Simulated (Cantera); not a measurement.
An isothermal, constant-pressure homogeneous reactor starts with CH3OH : O2 : N2 = 0.012 : 0.0024 : 1 (molar parts), at 1098 K and 2.76 atm. Integrator tolerance rtol = 1e-08.

Model: GRI-Mech 3.0 (53 species, 325 reactions), integrated in Cantera. GRI-Mech 3.0 was tuned for natural gas; its chemistry of methanol as a main component is partial and can be far from experiment.

Task: What does this change do: O2 0.0024 to 0.01 parts?

Result: 
```tsv
quantity	before	after
x(CH3OH) at 20.0 s	1.36e-12 (gas-phase equilibrium <1e-12)	<1e-12 (gas-phase equilibrium <1e-12)
x(O2) at 20.0 s	6.32e-8 (gas-phase equilibrium <1e-12)	7.59e-10 (gas-phase equilibrium <1e-12)
x(H2O2) at 20.0 s	<1e-12 (gas-phase equilibrium <1e-12)	<1e-12 (gas-phase equilibrium <1e-12)
x(NO2) at 20.0 s	<1e-12 (gas-phase equilibrium <1e-12)	<1e-12 (gas-phase equilibrium <1e-12)
x(HCO) at 20.0 s	2.67e-12 (gas-phase equilibrium <1e-12)	2.08e-12 (gas-phase equilibrium <1e-12)
x(CO) at 20.0 s	0.0114 (gas-phase equilibrium 0.0100)	0.00864 (gas-phase equilibrium 0.00516)
x(C2H4) at 20.0 s	7.89e-7 (gas-phase equilibrium <1e-12)	1.25e-10 (gas-phase equilibrium <1e-12)
```

Task: What does this change do: pressure from 2.76 atm to 13.8 atm?

Result: 
```
quantity                                             before                                      after
------------------  ---------------------------------------  -----------------------------------------
x(CH3OH) at 20.0 s  1.36e-12 (gas-phase equilibrium <1e-12)  8.75e-12 (gas-phase equilibrium 7.16e-12)
x(O2) at 20.0 s      6.32e-8 (gas-phase equilibrium <1e-12)      <1e-12 (gas-phase equilibrium <1e-12)
x(H2O2) at 20.0 s     <1e-12 (gas-phase equilibrium <1e-12)      <1e-12 (gas-phase equilibrium <1e-12)
x(NO2) at 20.0 s      <1e-12 (gas-phase equilibrium <1e-12)      <1e-12 (gas-phase equilibrium <1e-12)
x(HCO) at 20.0 s    2.67e-12 (gas-phase equilibrium <1e-12)  6.94e-12 (gas-phase equilibrium 1.86e-12)
x(CO) at 20.0 s       0.0114 (gas-phase equilibrium 0.0100)      0.0114 (gas-phase equilibrium 0.0100)
x(C2H4) at 20.0 s    7.89e-7 (gas-phase equilibrium <1e-12)   1.67e-6 (gas-phase equilibrium 3.30e-11)
```
The pressure lies above the range GRI-Mech 3.0 was tuned for (to about 10 atm).
